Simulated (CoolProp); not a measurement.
Vapour-liquid equilibrium of chloromethane (R40) (1) + isobutene (2) at 0.0429 MPa; x and y are mole fractions of (1).

The numbers come from the multi-fluid Helmholtz-energy mixture model, Thol 2014 and Lemmon 2005; pair parameters Bell 2016 in CoolProp.

```tsv
x	bubble temperature, mixture model (K)	bubble temperature, Raoult's law (K)	y, mixture model	y, Raoult's law
0.05	___	245.0	0.128	0.098
0.15	___	242.9	0.315	0.268
0.25	239.1	241.1	0.447	0.410
0.35	237.4	239.4	0.549	0.530
0.45	236.0	237.9	0.633	0.632
0.55	234.9	236.4	0.707	0.720
0.65	233.9	235.1	0.775	0.797
0.75	233.0	233.8	0.839	0.864
0.85	___	232.7	0.903	0.923
0.95	231.4	231.6	0.967	0.976
```

Problem. What belongs in the gaps?

Solution. 
- 0.05, bubble temperature, mixture model (K): 244.2
- 0.15, bubble temperature, mixture model (K): 241.3
- 0.85, bubble temperature, mixture model (K): 232.2

The largest gap from Raoult's law is -2.0 K in bubble temperature, at x = 0.35. No azeotrope shows between x = 0.05 and 0.95.

The pair parameters rest on a limited set of measurements; away from them the model extrapolates.
